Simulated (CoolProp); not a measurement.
Model: reference Helmholtz-energy equation of state, Thol 2017, in CoolProp.

Problem. For octamethyltrisiloxane (MDM), give the phase and the density (kg/m³), cv (kJ/(kg K)), Joule-Thomson coefficient (K/MPa), expansivity (1/kK) at 370.1 K and 0.334 MPa; 455.9 K and 0.334 MPa.

Solution. 
- 370.1 K and 0.334 MPa: liquid; density 741, cv 1.65, Joule-Thomson coefficient -0.312, expansivity 1.48
- 455.9 K and 0.334 MPa: liquid; density 636, cv 1.86, Joule-Thomson coefficient 0.0180, expansivity 2.25
